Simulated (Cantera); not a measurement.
Input: 1 mol NH₃, 5.1 mol H₂, 0.037 mol O₂, 0.0015 mol CH₄, equilibrated at 30800 Torr.

These are equilibrium values from Cantera (NASA tables, ideal gas, pure condensed phases), not measurements of a reactor. Candidate condensed phases: C, C₆H₆, C₇H₈, C₈H₁₈, H₂O; 169 gas species. Ions and electrons are included (thermal ionisation). The ideal-gas law is rough above about 30 bar. Rates play no part.

x: gas mole fraction; nothing condenses.

| T (K) | x H₂ | x H | x N₂ | x H₂O | x OH | x O |
|---|---|---|---|---|---|---|
| 3000 | 0.897 | 0.0234 | 0.0695 | 0.01000 | 8.65e-5 | 1.38e-6 |
| 3250 | 0.874 | 0.0469 | 0.0687 | 0.00974 | 0.000207 | 6.62e-6 |
| 3500 | 0.838 | [?] | 0.0673 | 0.00930 | [?] | [?] |
| 3750 | 0.786 | 0.139 | 0.0654 | 0.00858 | 0.000793 | 8.00e-5 |
| 4000 | [?] | [?] | 0.0628 | [?] | [?] | [?] |
| 4250 | 0.633 | 0.298 | 0.0596 | 0.00619 | 0.00188 | 0.000490 |
| 4500 | 0.539 | 0.396 | 0.0559 | 0.00464 | 0.00239 | 0.000962 |
| 4750 | 0.442 | 0.497 | 0.0521 | 0.00313 | 0.00266 | 0.00162 |
| 5000 | 0.349 | 0.594 | 0.0483 | 0.00190 | 0.00261 | 0.00238 |

### Question
Fill in the missing entries.

### Answer

- 3500, x H: 0.0844
- 3500, x OH: 0.000431
- 3500, x O: 2.53e-5
- 4000, x H₂: 0.717
- 4000, x H: 0.211
- 4000, x H₂O: 0.00754
- 4000, x OH: 0.00130
- 4000, x O: 0.000214
